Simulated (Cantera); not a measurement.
An isothermal, constant-pressure homogeneous reactor starts with 26.8 % H2, 17.9 % O2, 55.4 % N2, equivalence ratio 0.75, at 875 K and 0.620 bar.

Computed with Cantera and the H2/O2 subset of GRI-Mech 3.0, which has no nitrogen chemistry. Below about 950 K walls govern HO2 and H2O2 in real vessels. The temperature is held fixed by assumption; the heat of reaction is taken as removed at once.

### Question
Predict: x(H2) at 8.00 s; x(O2) at 8.00 s; x(H) at 8.00 s; x(H2O2) at 8.00 s; x(OH) at 8.00 s; x(HO2) at 8.00 s.

### Answer
```json
{
  "x(H2) at 8.00 s": "0.137 (gas-phase equilibrium 2.17e-12)",
  "x(O2) at 8.00 s": "0.116 (gas-phase equilibrium 0.0515)",
  "x(H) at 8.00 s": "8.18e-8 (gas-phase equilibrium <1e-12)",
  "x(H2O2) at 8.00 s": "0.000741 (gas-phase equilibrium 2.51e-11)",
  "x(OH) at 8.00 s": "1.30e-8 (gas-phase equilibrium 9.88e-9)",
  "x(HO2) at 8.00 s": "2.62e-5 (gas-phase equilibrium 5.16e-11)"
}
```
